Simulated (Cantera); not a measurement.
An adiabatic, constant-volume homogeneous reactor starts with CH4 : O2 : N2 : H2O = 1 : 2.15 : 21.5 : 0.61 (molar parts), at 975 K and 5550 Torr.

Cantera simulation using GRI-Mech 3.0 (53 species, 325 reactions); the numbers are that mechanism's predictions, not measurements. Below about 1000 K GRI-Mech 3.0 lacks low-temperature oxidation paths.

x: mole fraction; the columns are a selection and need not sum to one.

```csv
t (s),T (K),P (bar),x CH4,x O2,x H2O,x CO2,x C2H6
1.00e-6,975,7.40,0.0396,0.0851,0.0241,<1e-12,<1e-12
3.05e-6,975,7.40,0.0396,0.0851,0.0241,<1e-12,<1e-12
9.32e-6,975,7.40,0.0396,0.0851,0.0241,<1e-12,<1e-12
2.85e-5,975,7.40,0.0396,0.0851,0.0241,<1e-12,<1e-12
8.69e-5,975,7.40,0.0396,0.0851,0.0241,<1e-12,<1e-12
0.000265,975,7.40,0.0396,0.0851,0.0241,<1e-12,<1e-12
0.000809,975,7.40,0.0396,0.0851,0.0241,<1e-12,7.74e-12
0.00247,975,7.40,0.0396,0.0851,0.0241,<1e-12,2.86e-10
0.00754,975,7.40,0.0396,0.0851,0.0241,2.91e-12,___
0.0230,975,7.40,0.0396,0.0851,0.0242,5.57e-11,___
0.0703,975,7.40,0.0396,0.0851,0.0242,4.30e-10,___
0.215,976,7.41,0.0395,0.0850,0.0242,1.67e-8,___
0.655,2072,15.7,<1e-12,0.00554,0.103,0.0393,<1e-12
2.00,2070,15.7,<1e-12,0.00527,0.103,0.0393,<1e-12
```

### Question
What belongs in the gaps?

### Answer

- 0.00754, x C2H6: 1.36e-8
- 0.0230, x C2H6: 2.42e-7
- 0.0703, x C2H6: 1.51e-6
- 0.215, x C2H6: 1.30e-5
